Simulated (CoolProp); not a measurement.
Cyclopentane along the isobar 101 kPa: fugacity coefficient from the reference equation and from simpler models built on Tc = 238.6 °C, pc = 4583 kPa, ω = 0.202; each cubic takes its own stable root.

Model: reference Helmholtz-energy equation of state, Gedanitz 2015, in CoolProp.

| T (°C) | phase | reference |
|---|---|---|
| -40.95 | liquid | 0.01292 |
| -27.45 | liquid | 0.03146 |
| -13.85 | liquid | 0.06915 |
| -0.35 | liquid | 0.1379 |
| 13.15 | liquid | 0.2545 |
| 26.65 | liquid | 0.4396 |
| 40.25 | liquid | 0.7195 |
| 53.75 | gas | 0.9677 |
| 67.25 | gas | 0.9716 |
| 80.75 | gas | 0.9749 |
| 94.25 | gas | 0.9777 |
| 107.85 | gas | 0.9801 |
| 121.35 | gas | 0.9822 |
| 134.85 | gas | 0.9840 |

Q: How far does each simpler model (van der Waals, Peng-Robinson) lie from the reference over these 14 states: mean and median of the absolute difference, and the worst?

A: 
- van der Waals: mean 706.1 %, median 18.8 %, worst +4698.8 % at -40.95 °C and 101 kPa
- Peng-Robinson: mean 1.3 %, median 0.3 %, worst +6.5 % at -40.95 °C and 101 kPa

At some of these states van der Waals gives the other phase, because its saturation line lies elsewhere.
